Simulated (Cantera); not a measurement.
A freely propagating, adiabatic, planar premixed flame of 27.9 % H2, 15.1 % O2, 56.9 % N2, equivalence ratio 0.92, unburnt at 500 K and 101000 Pa; mixture-averaged transport, grid criteria slope 0.08 and curve 0.16, no radiation.

Detailed kinetics in Cantera: the H2/O2 subset of GRI-Mech 3.0, which has no nitrogen chemistry. Burning velocities carry a grid error of a few per cent, more on coarse grids.

Q: Predict: laminar burning velocity; thermal thickness; peak x(OH); peak x(O); peak x(H).

A: 
- laminar burning velocity = 499 cm/s
- thermal thickness = 0.425 mm
- peak x(OH) = 0.0174
- peak x(O) = 0.0127
- peak x(H) = 0.0471
